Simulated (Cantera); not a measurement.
Source: NASA polynomial tables (part measured, part estimated), evaluated in Cantera. Values are per mole of reaction as written; species without (g) are pure solids or liquids, kept so even where they would boil at 1 bar.

Problem. Between 300 and 2073 K, where is each reaction favourable under standard conditions?
- 2 OH(g) + 2 Sr = 2 SrO + H2(g)
- 2 Sr(OH)2 = 2 Sr + O2(g) + 2 H2O(g)

Solution. 
- 2 OH(g) + 2 Sr = 2 SrO + H2(g): ΔG° is -1192 kJ at 300 K and -785 kJ at 2073 K; it stays negative (K > 1). ΔH° is -1256 kJ and ΔS° -227 J/K at 2073 K.
- 2 Sr(OH)2 = 2 Sr + O2(g) + 2 H2O(g): ΔG° is 1305 kJ at 300 K and 627 kJ at 2073 K; it stays positive (K < 1). ΔH° is 1255 kJ and ΔS° 303 J/K at 2073 K.
